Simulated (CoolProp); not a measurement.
Vapour-liquid equilibrium of R134a (1) + methanol (2) at 73.85 °C; x and y are mole fractions of (1).

The numbers come from the multi-fluid Helmholtz-energy mixture model, Tillner-Roth 1994 and de Reuck 1993; pair parameters Bell 2016 in CoolProp.

```csv
x,"bubble pressure, mixture model (kPa)","bubble pressure, Raoult's law (kPa)","y, mixture model","y, Raoult's law"
0.05,430.0,252.9,0.660,0.456
0.2,959.0,577.0,0.846,0.799
0.35,1233,901.1,0.883,0.895
0.5,1427,1225,0.903,0.941
0.65,1622,1549,0.923,0.967
0.8,1859,1873,0.949,0.985
0.95,2174,2197,0.984,0.997
```

The largest gap from Raoult's law is +70.0 % in bubble pressure, at x = 0.05. No azeotrope shows between x = 0.05 and 0.95.

Pair parameters are fitted to limited data, so mixtures are less certain than the pure fluids. The gap from Raoult's law changes sign with composition, which may be real or a fault of the pair parameters; it wasn't checked against measurements. With so large a gap from Raoult's law the liquid may split in two, which this calculation doesn't test in full.
